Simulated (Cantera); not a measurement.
Input (Python, Cantera):

```python
import numpy as np
import cantera as ct

gas = ct.Solution("h2o2.yaml")
gas.TPX = 325, 33000, {'H2': 1, 'O2': 0.263, 'N2': 0.989}
flame = ct.FreeFlame(gas, width=0.087)
flame.set_refine_criteria(ratio=3, slope=0.08, curve=0.16)
flame.transport_model = "unity-Lewis-number"
flame.solve(loglevel=0, auto=True)
z, T = flame.grid, flame.T
thick = (T[-1] - T[0]) / np.gradient(T, z).max()
show = ['H2', 'O2', 'H2O2', 'OH', 'O', 'H']
print(f"laminar burning velocity  {flame.velocity[0] * 100:.3f} cm/s")
print(f"burnt temperature         {T[-1]:.1f} K")
print(f"thermal thickness         {thick * 1e3:.4f} mm")
print(f"grid points               {len(z)}")
z0 = z[flame.heat_release_rate.argmax()]
print(f"{'z/mm':>9s}{'T/K':>9s}{'u/(m/s)':>9s}" + "".join(f"{s:>11s}" for s in show))
rows = []
for k in (-3, -2, -1.5, -1, -0.5, -0.25, 0, 0.25, 0.5, 1, 2, 4, 8):
    zz = z0 + k * thick
    rows.append([k * thick, np.interp(zz, z, T), np.interp(zz, z, flame.velocity),
                 *(np.interp(zz, z, flame.X[gas.species_index(s)]) for s in show)])
    print(f"{rows[-1][0] * 1e3:9.3f}{rows[-1][1]:9.1f}{rows[-1][2]:9.3f}" + "".join(f"{x:11.3e}" for x in rows[-1][3:]))
```

Result:

```
laminar burning velocity  182.510 cm/s
burnt temperature         2091.8 K
thermal thickness         1.3501 mm
grid points               116
     z/mm      T/K  u/(m/s)         H2         O2       H2O2         OH          O          H
   -4.050    325.0    1.825  4.440e-01  1.168e-01  1.281e-10  2.419e-14  1.100e-11  5.170e-15
   -2.700    325.0    1.825  4.440e-01  1.168e-01  3.563e-09  8.177e-13  3.271e-10  1.649e-13
   -2.025    325.1    1.826  4.440e-01  1.168e-01  2.670e-08  9.800e-12  2.524e-09  1.667e-12
   -1.350    325.9    1.830  4.440e-01  1.167e-01  3.171e-07  8.359e-10  3.216e-08  1.057e-10
   -0.675    381.3    2.134  4.387e-01  1.136e-01  1.285e-05  1.437e-05  5.316e-06  1.002e-05
   -0.338    685.0    3.764  4.017e-01  9.429e-02  1.082e-05  3.446e-04  1.973e-04  5.099e-03
    0.000   1100.1    5.897  2.945e-01  4.786e-02  5.382e-07  1.123e-03  1.988e-03  4.855e-02
    0.338   1347.5    7.116  2.035e-01  1.099e-02  3.364e-07  2.588e-03  2.466e-03  9.212e-02
    0.675   1465.2    7.674  1.863e-01  2.312e-03  2.887e-07  3.276e-03  1.705e-03  9.466e-02
    1.350   1586.4    8.229  1.929e-01  7.983e-04  2.196e-07  3.812e-03  1.321e-03  7.962e-02
    2.700   1708.0    8.772  2.034e-01  5.305e-04  1.331e-07  3.971e-03  9.617e-04  6.158e-02
    5.401   1822.5    9.272  2.131e-01  3.121e-04  6.872e-08  3.675e-03  5.929e-04  4.464e-02
   10.801   1918.9    9.684  2.211e-01  1.568e-04  3.297e-08  3.003e-03  3.086e-04  3.040e-02
```

Computed with Cantera and the H2/O2 subset of GRI-Mech 3.0, which has no nitrogen chemistry. Unity Lewis numbers drop preferential diffusion, which matters most where H2 and H carry the flame. Burning velocities carry a grid error of a few per cent, more on coarse grids.
